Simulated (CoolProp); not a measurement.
R113 along the isotherm 500 K: Z from the reference equation and from simpler models built on Tc = 487.2 K, pc = 3.392 MPa, ω = 0.253; each cubic takes its own stable root.

Values from CoolProp's reference Helmholtz-energy equation of state, Marx 1992.

```csv
p (MPa),phase,reference
1.21,gas,0.8805
2.42,gas,0.7308
3.63,supercritical,0.4904
4.85,supercritical,0.2641
6.06,supercritical,0.2957
7.27,supercritical,0.3360
8.48,supercritical,0.3779
9.69,supercritical,0.4200
10.9,supercritical,0.4619
12.1,supercritical,0.5033
13.3,supercritical,0.5443
14.5,supercritical,0.5850
15.7,supercritical,0.6254
17,supercritical,0.6688
```

Q: How far does each simpler model (van der Waals, Redlich-Kwong, Soave-Redlich-Kwong) lie from the reference over these 14 states: mean and median of the absolute difference, and the worst?

A: 
- van der Waals: mean 27.7 %, median 34.4 %, worst +35.7 % at 500 K and 7.27 MPa
- Redlich-Kwong: mean 8.1 %, median 8.0 %, worst +16.7 % at 500 K and 4.85 MPa
- Soave-Redlich-Kwong: mean 9.1 %, median 8.7 %, worst +20.6 % at 500 K and 4.85 MPa
